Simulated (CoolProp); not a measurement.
Vapour-liquid equilibrium of dimethyl ether (1) + n-butane (2) at -36.85 °C; x and y are mole fractions of (1).

Values from CoolProp's multi-fluid Helmholtz-energy mixture model, Wu 2011 and Bücker 2006; pair parameters Bell 2016.

```json
[
 {"x": "0.05", "bubble pressure (MPa)": "0.02416", "y at the bubble point": "0.215", "dew pressure at overall composition x (MPa)": "0.02074", "liquid density (mol/L)": "11.17"},
 {"x": "0.2", "bubble pressure (MPa)": "0.03438", "y at the bubble point": "0.522", "dew pressure at overall composition x (MPa)": "0.02381", "liquid density (mol/L)": "11.75"},
 {"x": "0.35", "bubble pressure (MPa)": "0.04162", "y at the bubble point": "0.661", "dew pressure at overall composition x (MPa)": "0.02787", "liquid density (mol/L)": "12.39"},
 {"x": "0.5", "bubble pressure (MPa)": "0.04690", "y at the bubble point": "0.746", "dew pressure at overall composition x (MPa)": "0.03340", "liquid density (mol/L)": "13.11"},
 {"x": "0.65", "bubble pressure (MPa)": "0.05100", "y at the bubble point": "0.814", "dew pressure at overall composition x (MPa)": "0.04099", "liquid density (mol/L)": "13.93"},
 {"x": "0.8", "bubble pressure (MPa)": "0.05442", "y at the bubble point": "0.882", "dew pressure at overall composition x (MPa)": "0.05018", "liquid density (mol/L)": "14.86"},
 {"x": "0.95", "bubble pressure (MPa)": "0.05730", "y at the bubble point": "0.965", "dew pressure at overall composition x (MPa)": "0.05689", "liquid density (mol/L)": "15.92"}
]
```

No azeotrope shows between x = 0.05 and 0.95.

The pair parameters rest on a limited set of measurements; away from them the model extrapolates.
